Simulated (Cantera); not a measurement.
An isothermal, constant-pressure homogeneous reactor starts with CH4 : H2O = 0.6 : 0.99 (molar parts), at 1823 K and 100.0 Torr.

Computed with Cantera and GRI-Mech 3.0 (53 species, 325 reactions).

x: mole fraction; the columns are a selection and need not sum to one.

```json
[
 {"t (s)": "3.00e-5", "x CH4": "0.376", "x H2O": "0.622", "x O2": "<1e-12", "x HCO": "2.21e-11", "x HO2": "<1e-12"},
 {"t (s)": "0.000120", "x CH4": "0.373", "x H2O": "0.622", "x O2": "2.39e-11", "x HCO": "3.66e-9", "x HO2": "<1e-12"},
 {"t (s)": "0.000482", "x CH4": "0.343", "x H2O": "0.613", "x O2": "[?]", "x HCO": "2.15e-7", "x HO2": "3.54e-12"},
 {"t (s)": "0.00193", "x CH4": "0.192", "x H2O": "0.542", "x O2": "[?]", "x HCO": "2.48e-7", "x HO2": "6.89e-12"},
 {"t (s)": "0.00775", "x CH4": "0.0698", "x H2O": "0.468", "x O2": "[?]", "x HCO": "1.12e-7", "x HO2": "7.11e-12"},
 {"t (s)": "0.0311", "x CH4": "0.0225", "x H2O": "0.398", "x O2": "[?]", "x HCO": "5.50e-8", "x HO2": "7.97e-12"},
 {"t (s)": "0.124", "x CH4": "0.0144", "x H2O": "0.290", "x O2": "[?]", "x HCO": "3.08e-8", "x HO2": "3.63e-12"},
 {"t (s)": "0.499", "x CH4": "0.00732", "x H2O": "0.184", "x O2": "[?]", "x HCO": "1.90e-8", "x HO2": "1.27e-12"},
 {"t (s)": "2.00", "x CH4": "0.00141", "x H2O": "0.134", "x O2": "[?]", "x HCO": "1.52e-8", "x HO2": "<1e-12"}
]
```

Question: Some entries are withheld; supply them.

Answer: 
- 0.000482, x O2: 2.69e-9
- 0.00193, x O2: 1.89e-8
- 0.00775, x O2: 1.23e-8
- 0.0311, x O2: 1.03e-8
- 0.124, x O2: 5.37e-9
- 0.499, x O2: 2.33e-9
- 2.00, x O2: 1.35e-9
